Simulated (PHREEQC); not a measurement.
## Metal-bearing waste water: an equilibrium model

Solution (25 °C): 1.7 mmol/kgw CdCl2 and 130 mmol/kgw H2SO4. Closed to the air; pH follows from the charge balance.

Equilibrium calculation in PHREEQC: ion-association model, phreeqc.dat.

The pH is 0.91 and the ionic strength comes out as 0.178 mol/kgw. The specific conductance comes out as 49400 µS/cm and the density comes out as 1.005 g/cm³. The total alkalinity comes out as -260 meq/kg.

| species | molality | activity | log γ |
|---|---|---|---|
| H+ | 0.153 | 0.123 | -0.096 |
| HSO4- | 0.107 | 0.0805 | -0.124 |
| SO4-2 | 0.0221 | 0.00675 | -0.516 |
| Cl- | 0.00331 | 0.00240 | -0.140 |
| Cd+2 | 0.000925 | 0.000295 | -0.496 |
| CdSO4 | 0.000551 | 0.000574 | 0.018 |
| Cd(SO4)2-2 | 0.000133 | 4.25e-5 | -0.496 |
| CdCl+ | 8.99e-5 | 6.75e-5 | -0.124 |
| CdCl2 | 6.47e-7 | 6.74e-7 | 0.018 |
| CdCl3- | 1.36e-9 | 1.02e-9 | -0.124 |

This is a speciation only: nothing precipitates in the calculation.
